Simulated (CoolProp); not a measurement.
Vapour-liquid equilibrium of dimethyl ether (1) + R227EA (2) at 306.1 K; x and y are mole fractions of (1).

Values from CoolProp's multi-fluid Helmholtz-energy mixture model, Wu 2011 and Lemmon 2016; pair parameters Bell 2016.

**Question.** Give the bubble pressure and the first vapour's composition at x = 0.2, 0.5, 0.95. Is there an azeotrope?

**Answer.** x = 0.2: 502.2 kPa, y = 0.154; x = 0.5: 511.0 kPa, y = 0.583; x = 0.95: 712.5 kPa, y = 0.977. y crosses x between x = 0.2 and 0.35: the model has an azeotrope there.

The pair parameters rest on a limited set of measurements; away from them the model extrapolates.
